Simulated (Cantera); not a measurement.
A Cantera script and its output.

```python
import numpy as np
import cantera as ct

gas = ct.Solution("gri30.yaml")
gas.TPX = 1550, 190000, {'CO': 1, 'H2': 0.34, 'CH4': 0.62, 'O2': 5.97, 'N2': 22.4, 'H2O': 8.2}
reactor = ct.IdealGasReactor(gas, energy="on", clone=False)
net = ct.ReactorNet([reactor])
net.rtol, net.atol = 1e-08, 1e-16
show = ['CO', 'H2', 'CH4', 'CH3', 'H2O']
times = np.geomspace(9e-06, 1, 12)

steps = ct.SolutionArray(gas, extra=["t"])
rows = []
print(f"{'t/s':>10s}{'T/K':>9s}{'P/Pa':>11s}" + "".join(f"{s:>11s}" for s in show))
for t in times:
    while net.time < t:
        t_next = net.step()
        steps.append(gas.state, t=t_next)
    rows.append([np.interp(t, steps.t, y) for y in (steps.T, steps.P, *steps(*show).X.T)])
    print(f"{t:10.3e}{rows[-1][0]:9.1f}{rows[-1][1]:11.4g}" + "".join(f"{x:11.3e}" for x in rows[-1][2:]))
rate = np.gradient(steps.T, steps.t)
print("integrator steps:", len(steps.t))
if steps.T.max() > steps.T[0] + 200:
    print(f"time of steepest temperature rise: {steps.t[rate.argmax()]:.4e} s")
gas.TPX = 1550, 190000, {'CO': 1, 'H2': 0.34, 'CH4': 0.62, 'O2': 5.97, 'N2': 22.4, 'H2O': 8.2}
gas.equilibrate("UV")
print(f"equilibrium (UV): T = {gas.T:.1f} K  " + "  ".join(f"{s} {gas[s].X[0]:.3e}" for s in show))
```

It prints:

```
       t/s      T/K       P/Pa         CO         H2        CH4        CH3        H2O
 9.000e-06   1550.0    1.9e+05  2.595e-02  8.823e-03  1.609e-02  4.038e-06  2.128e-01
 2.588e-05   1550.0    1.9e+05  2.595e-02  8.809e-03  1.605e-02  3.647e-05  2.129e-01
 7.441e-05   1593.8  1.955e+05  2.704e-02  8.668e-03  1.149e-02  9.103e-04  2.182e-01
 2.140e-04   2202.4  2.659e+05  6.558e-04  6.466e-04  5.836e-18  1.746e-17  2.541e-01
 6.153e-04   2206.1  2.663e+05  5.020e-04  5.716e-04  1.575e-19  4.474e-19  2.544e-01
 1.769e-03   2206.0  2.663e+05  5.017e-04  5.713e-04  2.431e-20  6.959e-20  2.544e-01
 5.087e-03   2205.7  2.663e+05  5.008e-04  5.705e-04  2.408e-20  6.887e-20  2.544e-01
 1.463e-02   2204.9  2.662e+05  4.984e-04  5.680e-04  2.376e-20  6.779e-20  2.545e-01
 4.206e-02   2202.5  2.659e+05  4.921e-04  5.616e-04  2.291e-20  6.495e-20  2.545e-01
 1.209e-01   2197.3  2.652e+05  4.779e-04  5.473e-04  2.107e-20  5.889e-20  2.546e-01
 3.478e-01   2190.8  2.644e+05  4.610e-04  5.300e-04  1.895e-20  5.202e-20  2.547e-01
 1.000e+00   2189.1  2.642e+05  4.564e-04  5.253e-04  1.840e-20  5.025e-20  2.547e-01
integrator steps: 1427
time of steepest temperature rise: 8.7324e-05 s
equilibrium (UV): T = 2189.0 K  CO 4.563e-04  H2 5.252e-04  CH4 2.838e-20  CH3 7.749e-20  H2O 2.547e-01
```

Computed with Cantera and GRI-Mech 3.0 (53 species, 325 reactions).
